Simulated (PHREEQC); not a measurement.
Make-up at 10 °C: 0.13 mol/kgw NH4Cl, 5.3e-05 mol/kgw NaOH and 0.0043 mol/kgw LiCl. It is in equilibrium with CO2 at log p = 0 (atm). Otherwise closed; pH follows from the charge balance.

Equilibrium calculation in PHREEQC: ion-association model, phreeqc.dat.

- pH: 3.92
- ionic strength: 0.135 mol/kgw
- specific conductance: 11200 µS/cm
- density: 1.003 g/cm³
- total alkalinity: 0.0530 meq/kg

```tsv
species	molality	activity	log γ
Cl-	0.134	0.101	-0.125
NH4+	0.130	0.0941	-0.141
CO2	0.0518	0.0534	0.013
Li+	0.00430	0.00337	-0.106
HCO3-	0.000199	0.000154	-0.111
H+	0.000146	0.000119	-0.088
Na+	5.30e-5	4.10e-5	-0.112
(CO2)2	2.96e-5	3.05e-5	0.013
```

This is a speciation only: nothing precipitates in the calculation. Species that the database lacks are ignored. Carbamate, which ammonia and carbonate form, is missing from the database. Constants without temperature data keep their 25 °C values here.
